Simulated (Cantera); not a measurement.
## Equilibrium for roasting and sulfation: MgO + H2S + O2

Charge: 1 mol MgO, 4.5 mol H2S, 0.85 mol O2, equilibrated at 36.0 mbar.

These are equilibrium values from Cantera (NASA tables, ideal gas, pure condensed phases), not measurements of a reactor. Candidate condensed phases: H2O, H2SO4, Mg, MgO, Mg(OH)2, MgS, MgSO4, S; 26 gas species. Gases not in the tables: S3 to S7. Kinetics and transport are ignored.

From 623 K to 1623 K the condensed part is MgO(s).

| T (K) | x H2S | x H2 | x H2O | x S2 | x S8 | x SH | x SO2 | n MgO(s) |
|---|---|---|---|---|---|---|---|---|
| 623 | 0.587 | 0.000252 | 0.353 | 0.0196 | 0.0392 | 7.85e-9 | 0.000970 | 1.00 |
| 723 | 0.538 | 0.000903 | 0.310 | 0.143 | 0.00246 | 2.97e-7 | 0.00493 | 1.00 |
| 823 | 0.523 | 0.00505 | 0.312 | 0.157 | 1.15e-6 | 3.34e-6 | 0.00234 | 1.00 |
| 923 | 0.502 | 0.0195 | 0.312 | 0.165 | 2.68e-9 | 2.20e-5 | 0.00130 | 1.00 |
| 1023 | 0.458 | 0.0535 | 0.307 | 0.180 | 2.57e-11 | 9.83e-5 | 0.000956 | 1.00 |
| 1123 | 0.388 | 0.109 | 0.298 | 0.203 | <1e-12 | 0.000326 | 0.000942 | 1.00 |
| 1223 | 0.303 | 0.177 | 0.287 | 0.231 | <1e-12 | 0.000848 | 0.00117 | 1.00 |
| 1323 | 0.222 | 0.241 | 0.276 | 0.257 | <1e-12 | 0.00182 | 0.00170 | 1.00 |
| 1423 | 0.158 | 0.294 | 0.265 | 0.277 | <1e-12 | 0.00335 | 0.00265 | 1.00 |
| 1523 | 0.111 | 0.333 | 0.255 | 0.289 | <1e-12 | 0.00550 | 0.00421 | 1.000 |
| 1623 | 0.0784 | 0.363 | 0.244 | 0.296 | <1e-12 | 0.00833 | 0.00652 | 1.000 |
x: gas mole fraction; n: condensed amount in mol.
